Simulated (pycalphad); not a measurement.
CALPHAD calculation (pycalphad, COST 507 light-alloy database (1999)), 1 atm. The database dates from 1999; later assessments differ in places, in temperatures and in the compounds included. Phase fractions are per mole of atoms.

### Question
Give the equilibrium state of Si-45C (at.%) at 1050 K.

### Answer
CSI, fraction 0.900, with 50.0 C at.%; diamond (Si), fraction 0.100, with <0.01 C at.%.

### Question
Give the equilibrium state of Si-45C (at.%) at 3050 K.

### Answer
CSI, fraction 0.860, with 50.0 C at.%; liquid, fraction 0.140, with 14.2 C at.%.

Database names, with the compositions (at.%) that they take in these runs: CSI: Si 50 C 50.
